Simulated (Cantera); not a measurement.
An isothermal, constant-pressure homogeneous reactor starts with 12.8 % CH4, 87.2 % N2, at 1575 K and 0.000602 atm.

Computed with Cantera and GRI-Mech 3.0 (53 species, 325 reactions). GRI-Mech 3.0 stops at C3 and has no aromatics, soot or wall deposition, so with more carbon than oxygen in the feed, carbon stays in small species such as C2H2 where larger ones or solid carbon would form. Radical loss at walls, strong at low pressure, is not modelled.

Question: Predict: x(CH4) at 4.00 s; x(H2) at 4.00 s; x(C2H) at 4.00 s; x(CH2) at 4.00 s; x(H) at 4.00 s; x(C2H2) at 4.00 s.

Answer: 
| Quantity | Value |
|---|---|
| x(CH4) at 4.00 s | 0.121 (gas-phase equilibrium 2.53e-6) |
| x(H2) at 4.00 s | 0.00752 (gas-phase equilibrium 0.170) |
| x(C2H) at 4.00 s | 1.92e-9 (gas-phase equilibrium 2.73e-7) |
| x(CH2) at 4.00 s | 2.72e-7 (gas-phase equilibrium 7.85e-10) |
| x(H) at 4.00 s | 5.46e-6 (gas-phase equilibrium 0.000699) |
| x(C2H2) at 4.00 s | 0.000907 (gas-phase equilibrium 0.0227) |
